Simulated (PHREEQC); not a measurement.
A column of 1 m (30 cells, dispersivity 0.05 m, 720 s a shift, diffusion coefficient 3e-10 m²/s) holds 0.018 eq of the database's cation exchanger X per kg of pore water, first in equilibrium with 2.7 mmol/kgw MgSO4, 7.1 mmol/kgw CaCl2, 0.34 mmol/kgw NaCl and 0.01 mmol/kgw HCl. It is flushed with 0.042 mol/kgw KCl, 0.0065 mol/kgw NaCl and 1e-05 mol/kgw HCl, at 25 °C. Values are for the last cell. No CO2 enters from the air. Precipitation was switched off in this run.

The series has 31 steps of pore volumes, from 0 to 3.017.

Model: ion-association model, phreeqc.dat, run in PHREEQC.

Question: After how many pore volumes does K at the outlet first reach half of its feed value?

Answer: By 1.3 pore volumes.
